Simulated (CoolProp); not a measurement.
Model: reference Helmholtz-energy equation of state, Lemmon 2022, in CoolProp.

Problem. For R1234yf, give the phase and the speed of sound (m/s), conductivity (mW/(m K)) at 205.8 K and 4.42 MPa; 329.6 K and 4.42 MPa.

Solution. 
- 205.8 K and 4.42 MPa: liquid; speed of sound 885, conductivity 97.2
- 329.6 K and 4.42 MPa: liquid; speed of sound 364, conductivity 57.7

Thermal conductivity comes from a separate model (Perkins 2011).
